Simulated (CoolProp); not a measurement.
The numbers come from the reference Helmholtz-energy equation of state, Lemmon 2006 in CoolProp. It is a short technical equation, of lower accuracy than the large ones.

### Question
For carbon monoxide, give the phase and the cv (kJ/(kg K)) at 18.95 °C and 0.0277 MPa; 18.95 °C and 0.143 MPa; 18.95 °C and 0.216 MPa.

### Answer
- 18.95 °C and 0.0277 MPa: gas; cv 0.743
- 18.95 °C and 0.143 MPa: gas; cv 0.744
- 18.95 °C and 0.216 MPa: gas; cv 0.744
